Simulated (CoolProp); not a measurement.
Vapour-liquid equilibrium of ethylbenzene (1) + n-nonane (2) at 551.3 K; x and y are mole fractions of (1).

Values from CoolProp's multi-fluid Helmholtz-energy mixture model, Zhou 2012 and Lemmon 2006; pair parameters Bell 2016.

```tsv
x	bubble pressure, mixture model (MPa)	bubble pressure, Raoult's law (MPa)	y, mixture model	y, Raoult's law
0.05	1.255	1.249	0.059	0.062
0.15	1.297	1.281	0.174	0.181
0.25	1.338	1.313	0.283	0.295
0.35	1.377	1.344	0.388	0.403
0.45	1.414	1.376	0.488	0.507
0.55	1.448	1.407	0.584	0.606
0.65	1.478	1.439	0.678	0.700
0.75	1.504	1.470	0.769	0.790
0.85	1.526	1.502	0.861	0.877
0.95	1.543	1.534	0.953	0.960
```

The largest gap from Raoult's law is +2.9 % in bubble pressure, at x = 0.55. No azeotrope shows between x = 0.05 and 0.95.

Pair parameters are fitted to limited data, so mixtures are less certain than the pure fluids.
